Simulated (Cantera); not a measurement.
An isothermal, constant-pressure homogeneous reactor starts with H₂ : O₂ = 0.073 : 1 (molar parts), at 1423 K and 2.03 Torr. Integrator tolerance rtol = 1e-08.

Detailed kinetics in Cantera: the H2/O2 subset of GRI-Mech 3.0, which has no nitrogen chemistry. Radical loss at walls, strong at low pressure, is not modelled. The temperature is held fixed by assumption; the heat of reaction is taken as removed at once.

Problem. What does this change do: H2 0.073 to 0.015 parts?

Solution. 
```tsv
quantity	before	after
x(H₂) at 1.00 s	0.000876 (gas-phase equilibrium 9.03e-7)	7.44e-5 (gas-phase equilibrium 1.85e-7)
x(O₂) at 1.00 s	0.899 (gas-phase equilibrium 0.929)	0.973 (gas-phase equilibrium 0.985)
x(OH) at 1.00 s	0.00632 (gas-phase equilibrium 0.000207)	0.00192 (gas-phase equilibrium 9.63e-5)
x(O) at 1.00 s	0.0263 (gas-phase equilibrium 2.51e-5)	0.0113 (gas-phase equilibrium 2.59e-5)
x(HO₂) at 1.00 s	4.07e-7 (gas-phase equilibrium 6.34e-8)	1.07e-7 (gas-phase equilibrium 3.04e-8)
x(H) at 1.00 s	0.00404 (gas-phase equilibrium 1.22e-7)	0.000486 (gas-phase equilibrium 5.54e-8)
```

Problem. What does this change do: H2 0.073 to 0.038 parts?

Solution. 
```
quantity                                            before                                     after
----------------  ----------------------------------------  ----------------------------------------
x(H₂) at 1.00 s   0.000876 (gas-phase equilibrium 9.03e-7)  0.000354 (gas-phase equilibrium 4.70e-7)
x(O₂) at 1.00 s        0.899 (gas-phase equilibrium 0.929)       0.939 (gas-phase equilibrium 0.963)
x(OH) at 1.00 s   0.00632 (gas-phase equilibrium 0.000207)  0.00411 (gas-phase equilibrium 0.000152)
x(O) at 1.00 s      0.0263 (gas-phase equilibrium 2.51e-5)    0.0210 (gas-phase equilibrium 2.56e-5)
x(HO₂) at 1.00 s   4.07e-7 (gas-phase equilibrium 6.34e-8)   2.41e-7 (gas-phase equilibrium 4.74e-8)
x(H) at 1.00 s     0.00404 (gas-phase equilibrium 1.22e-7)   0.00201 (gas-phase equilibrium 8.82e-8)
```
